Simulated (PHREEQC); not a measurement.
Dissolve 7.1 mol/kgw KOH, 0.025 mol/kgw K2SO4 and 0.055 mol/kgw KBr at 25 °C. It is in equilibrium with CO2 at log p = -3.5 (atm). Otherwise closed; pH follows from the charge balance.

The numbers come from PHREEQC with the Pitzer model, pitzer.dat.

Precipitation was switched off in this run.

Task: Estimate the pH, osmotic coefficient.

Result: pH 10.80; osmotic coefficient 1.104.

Task: In which forms is C present?

Result: CO3-2 84 %, HCO3- 16 % of the C.

In brines, pH and single-ion activities rest on the MacInnes convention.
